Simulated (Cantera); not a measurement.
An adiabatic, constant-pressure homogeneous reactor starts with CH₄ : H₂ : O₂ : N₂ = 1 : 0.54 : 3.29 : 12.4 (molar parts), equivalence ratio 0.69, at 1748 K and 0.740 atm. Integrator tolerance rtol = 1e-08.

Cantera simulation using GRI-Mech 3.0 (53 species, 325 reactions); the numbers are that mechanism's predictions, not measurements.

| quantity | before | after |
|---|---|---|
| time of steepest temperature rise | 79.1 µs | 0.165 ms |
| temperature at 7.00 s | 2697 K | 2306 K |
| equilibrium temperature | 2697 K | 2306 K |
| x(CH₄) at 7.00 s | <1e-12 (gas-phase equilibrium <1e-12) | <1e-12 (gas-phase equilibrium <1e-12) |
| x(H₂) at 7.00 s | 0.00872 (gas-phase equilibrium 0.00872) | 0.000986 (gas-phase equilibrium 0.000986) |
| x(O₂) at 7.00 s | 0.0555 (gas-phase equilibrium 0.0555) | 0.0226 (gas-phase equilibrium 0.0226) |
| x(CH₃) at 7.00 s | <1e-12 (gas-phase equilibrium <1e-12) | <1e-12 (gas-phase equilibrium <1e-12) |
| x(CH₂) at 7.00 s | <1e-12 (gas-phase equilibrium <1e-12) | <1e-12 (gas-phase equilibrium <1e-12) |
| x(NO₂) at 7.00 s | 5.04e-6 (gas-phase equilibrium 5.04e-6) | 1.74e-6 (gas-phase equilibrium 1.74e-6) |
| x(CH₂CO) at 7.00 s | <1e-12 (gas-phase equilibrium <1e-12) | <1e-12 (gas-phase equilibrium <1e-12) |

Question: Name the change that produced these shifts.
A) pressure from 0.740 atm to 1.58 atm
B) N2 12.4 to 36 parts
C) pressure from 0.740 atm to 9.87 atm
D) initial temperature 1748 to 1225 K

Answer: B, N2 12.4 to 36 parts
